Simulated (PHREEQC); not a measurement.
Consider water at 25 °C with 0.084 mol/kgw HF, 0.26 mol/kgw NH4F, 0.00018 mol/kgw H2SiF6 and 0.0007 mol/kgw HCl. Closed to the air; pH follows from the charge balance.

Model: ion-association model, phreeqc.dat, run in PHREEQC.

```csv
quantity,before,after
pH,3.67,3.63
F- (mol/kgw),0.221,0.0254
HF (mol/kgw),0.0462,0.00751
HF2- (mol/kgw),0.0386,0.000733
NH3 (mol/kgw),4.23e-7,5.35e-8
SI of Quartz (SiO2),-10.94,-6.69
```

Task: Name the change that produced these shifts.
(A) HCl from 0.0007 to 0.00035 mol/kgw
(B) NH4F from 0.26 to 0.026 mol/kgw
(C) diluted 100-fold with water
(D) diluted 10-fold with water
(E) NH4F from 0.26 to 0.052 mol/kgw

Result: D, diluted 10-fold with water

This is a speciation only: nothing precipitates in the calculation. SiF6-2 is the database's only silicon fluoride.
